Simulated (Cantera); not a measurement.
# Adiabatic ignition

An adiabatic, constant-volume homogeneous reactor starts with C3H8 : O2 : N2 : H2O = 1 : 12.2 : 45.9 : 1.5 (molar parts), at 1298 K and 1.01 bar.

Detailed kinetics in Cantera: GRI-Mech 3.0 (53 species, 325 reactions). GRI-Mech 3.0 was tuned for natural gas; its chemistry of propane as a main component is partial and can be far from experiment.

| t (s) | T (K) | P (bar) | x C3H8 | x O2 | x CH4 | x CH2CO | x HCO | x C2H4 | x NO2 |
|---|---|---|---|---|---|---|---|---|---|
| 1.00e-6 | 1298 | 1.01 | 0.0165 | 0.201 | 1.25e-9 | <1e-12 | <1e-12 | 2.52e-7 | <1e-12 |
| 3.74e-6 | 1298 | 1.01 | 0.0165 | 0.201 | 1.92e-8 | 6.20e-12 | <1e-12 | 2.86e-6 | <1e-12 |
| 1.40e-5 | 1298 | 1.01 | 0.0165 | 0.201 | 3.35e-7 | 6.28e-10 | 9.78e-12 | 1.94e-5 | <1e-12 |
| 5.23e-5 | 1297 | 1.01 | 0.0164 | 0.201 | 5.70e-6 | 4.23e-8 | 4.78e-10 | 0.000117 | <1e-12 |
| 0.000196 | 1298 | 1.01 | 0.0157 | 0.201 | 7.43e-5 | 2.89e-6 | 9.77e-9 | 0.000826 | <1e-12 |
| 0.000731 | 1317 | 1.04 | 0.0104 | 0.196 | 0.000661 | 0.000192 | 4.32e-7 | 0.00583 | <1e-12 |
| 0.00273 | 2350 | 1.87 | <1e-12 | 0.115 | <1e-12 | <1e-12 | 1.12e-10 | <1e-12 | 5.80e-7 |
| 0.0102 | 2346 | 1.87 | <1e-12 | 0.114 | <1e-12 | <1e-12 | 1.07e-10 | <1e-12 | 2.55e-6 |
| 0.0382 | 2335 | 1.86 | <1e-12 | 0.112 | <1e-12 | <1e-12 | 9.61e-11 | <1e-12 | 7.55e-6 |
| 0.143 | 2326 | 1.85 | <1e-12 | 0.110 | <1e-12 | <1e-12 | 8.68e-11 | <1e-12 | 1.20e-5 |
| 0.535 | 2325 | 1.85 | <1e-12 | 0.110 | <1e-12 | <1e-12 | 8.62e-11 | <1e-12 | 1.23e-5 |
| 2.00 | 2325 | 1.85 | <1e-12 | 0.110 | <1e-12 | <1e-12 | 8.62e-11 | <1e-12 | 1.23e-5 |
x: mole fraction; the columns are a selection and need not sum to one.

```
Item                                                               Value
---------------------------------  -------------------------------------
time of steepest temperature rise                               0.863 ms
temperature at 2.00 s                                             2325 K
equilibrium temperature                                           2325 K
x(C3H8) at 2.00 s                  <1e-12 (gas-phase equilibrium <1e-12)
x(O2) at 2.00 s                      0.110 (gas-phase equilibrium 0.110)
x(CH4) at 2.00 s                   <1e-12 (gas-phase equilibrium <1e-12)
```
